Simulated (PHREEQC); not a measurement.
**Silver or lead bath**

A solution holds 0.11 mmol/kgw PbCl2, 1.9 mmol/kgw NaNO3 and 0.38 mmol/kgw Cu(NO3)2, at 20 °C. Closed to the air; pH follows from the charge balance.

Computed with PHREEQC (ion-association model, phreeqc.dat).

No solid was allowed to form.

Q: What pH, specific conductance does the model give?

A: pH 5.50; specific conductance 303 µS/cm.

Q: In which forms is Pb present?

A: Pb+2 96 %, PbNO3+ 2.9 %, PbCl+ 0.6 % of the Pb.
